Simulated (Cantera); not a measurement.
## Premixed flame

A freely propagating, adiabatic, planar premixed flame of H2 : O2 : N2 : H2O = 1 : 0.227 : 0.773 : 0.36 (molar parts), equivalence ratio 2.2, unburnt at 673 K and 1.00 bar; mixture-averaged transport, grid criteria slope 0.08 and curve 0.16, no radiation.

Model: the H2/O2 subset of GRI-Mech 3.0, which has no nitrogen chemistry, integrated in Cantera. Burning velocities carry a grid error of a few per cent, more on coarse grids.

| z (mm) | T (K) | u (m/s) | x H2 | x O2 | x H2O | x HO2 | x O | x H |
|---|---|---|---|---|---|---|---|---|
| -1.28 | 673 | 8.96 | 0.424 | 0.0962 | 0.153 | <1e-8 | <1e-8 | <1e-8 |
| -0.853 | 673 | 8.96 | 0.424 | 0.0962 | 0.153 | <1e-8 | <1e-8 | <1e-8 |
| -0.640 | 673 | 8.96 | 0.424 | 0.0962 | 0.153 | 5.47e-8 | <1e-8 | <1e-8 |
| -0.426 | 673 | 8.96 | 0.424 | 0.0962 | 0.153 | 2.63e-6 | <1e-8 | 2.12e-7 |
| -0.213 | 700 | 9.27 | 0.419 | 0.0960 | 0.155 | 0.000306 | 1.36e-5 | 0.000301 |
| -0.107 | 884 | 11.5 | 0.391 | 0.0899 | 0.176 | 0.000239 | 0.000237 | 0.00567 |
| 0 | 1213 | 15.4 | 0.321 | 0.0627 | 0.239 | 0.000101 | 0.00170 | 0.0301 |
| 0.107 | 1450 | 18.2 | 0.251 | 0.0234 | 0.316 | 3.19e-5 | 0.00228 | 0.0568 |
| 0.213 | 1564 | 19.5 | 0.225 | 0.00624 | 0.351 | 7.98e-6 | 0.00147 | 0.0635 |
| 0.426 | 1665 | 20.7 | 0.223 | 0.00104 | 0.363 | 1.32e-6 | 0.000928 | 0.0565 |
| 0.853 | 1762 | 21.7 | 0.230 | 0.000451 | 0.367 | 5.97e-7 | 0.000623 | 0.0435 |
| 1.71 | 1852 | 22.7 | 0.237 | 0.000248 | 0.371 | 3.42e-7 | 0.000354 | 0.0308 |
| 3.41 | 1925 | 23.4 | 0.243 | 0.000115 | 0.375 | 1.73e-7 | 0.000167 | 0.0203 |
x: mole fraction of selected species; z is measured from the peak of heat release.

* **laminar burning velocity**: 896 cm/s
* **thermal thickness**: 0.426 mm
* **peak x(HO2)**: 0.000343
* **peak x(O)**: 0.00239
* **peak x(H)**: 0.0635
* **grid points**: 109
